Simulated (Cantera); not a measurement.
An isothermal, constant-pressure homogeneous reactor starts with N2O : H2 : N2 = 1 : 0.039 : 0.79 (molar parts), at 1375 K and 195 Torr. Integrator tolerance rtol = 1e-08.

Model: GRI-Mech 3.0 (53 species, 325 reactions), integrated in Cantera. GRI-Mech 3.0 was tuned for natural gas; its chemistry of N2O as a main component is partial and can be far from experiment. The mechanism lacks the step 2 NO + O2 → 2 NO2, which can matter for NO2 below about 1400 K. The temperature is held fixed by assumption; the heat of reaction is taken as removed at once.

**Question.** What does this change do: H2 0.039 to 0.0096 parts?

**Answer.** 
```tsv
quantity	before	after
x(N2O) at 30.0 s	9.08e-7 (gas-phase equilibrium 2.02e-8)	1.19e-6 (gas-phase equilibrium 2.07e-8)
x(H2) at 30.0 s	2.42e-8 (gas-phase equilibrium 2.24e-8)	5.91e-9 (gas-phase equilibrium 5.44e-9)
x(H) at 30.0 s	1.05e-9 (gas-phase equilibrium 1.01e-9)	5.21e-10 (gas-phase equilibrium 4.99e-10)
x(HO2) at 30.0 s	1.91e-8 (gas-phase equilibrium 2.14e-8)	9.66e-9 (gas-phase equilibrium 1.09e-8)
x(OH) at 30.0 s	1.32e-5 (gas-phase equilibrium 1.37e-5)	6.63e-6 (gas-phase equilibrium 6.90e-6)
x(N2) at 30.0 s	0.746 (gas-phase equilibrium 0.775)	0.747 (gas-phase equilibrium 0.780)
x(O2) at 30.0 s	0.178 (gas-phase equilibrium 0.208)	0.183 (gas-phase equilibrium 0.215)
```

**Question.** What does this change do: 0.092 parts H2O added?

**Answer.** 
```json
[
 {"quantity": "x(N2O) at 30.0 s", "before": "9.08e-7 (gas-phase equilibrium 2.02e-8)", "after": "5.86e-7 (gas-phase equilibrium 1.90e-8)"},
 {"quantity": "x(H2) at 30.0 s", "before": "2.42e-8 (gas-phase equilibrium 2.24e-8)", "after": "7.89e-8 (gas-phase equilibrium 7.37e-8)"},
 {"quantity": "x(H) at 30.0 s", "before": "1.05e-9 (gas-phase equilibrium 1.01e-9)", "after": "1.90e-9 (gas-phase equilibrium 1.84e-9)"},
 {"quantity": "x(HO2) at 30.0 s", "before": "1.91e-8 (gas-phase equilibrium 2.14e-8)", "after": "3.37e-8 (gas-phase equilibrium 3.73e-8)"},
 {"quantity": "x(OH) at 30.0 s", "before": "1.32e-5 (gas-phase equilibrium 1.37e-5)", "after": "2.37e-5 (gas-phase equilibrium 2.45e-5)"},
 {"quantity": "x(N2) at 30.0 s", "before": "0.746 (gas-phase equilibrium 0.775)", "after": "0.720 (gas-phase equilibrium 0.745)"},
 {"quantity": "x(O2) at 30.0 s", "before": "0.178 (gas-phase equilibrium 0.208)", "after": "0.174 (gas-phase equilibrium 0.200)"}
]
```
